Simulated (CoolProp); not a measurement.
Cyclopentane at several states: Z from the reference equation and from simpler models built on Tc = 238.6 °C, pc = 4583 kPa, ω = 0.202; each cubic takes its own stable root.

Values from CoolProp's reference Helmholtz-energy equation of state, Gedanitz 2015.

```json
[
 {"T (°C)": "-23.85", "p (kPa)": "219", "phase": "liquid", "reference": "0.009415"},
 {"T (°C)": "106.95", "p (kPa)": "92", "phase": "gas", "reference": "0.9814"},
 {"T (°C)": "56.05", "p (kPa)": "16000", "phase": "liquid", "reference": "0.5641"},
 {"T (°C)": "1.35", "p (kPa)": "402", "phase": "liquid", "reference": "0.01618"},
 {"T (°C)": "-87.65", "p (kPa)": "390", "phase": "liquid", "reference": "0.02100"}
]
```

### Question
How far does each simpler model (van der Waals, Redlich-Kwong, Peng-Robinson) lie from the reference over these 5 states: mean and median of the absolute difference, and the worst?

### Answer
- van der Waals: mean 44.9 %, median 57.3 %, worst +59.1 % at -87.65 °C and 390 kPa
- Redlich-Kwong: mean 4.9 %, median 6.2 %, worst +6.8 % at -87.65 °C and 390 kPa
- Peng-Robinson: mean 5.5 %, median 6.8 %, worst -8.1 % at 56.05 °C and 16000 kPa
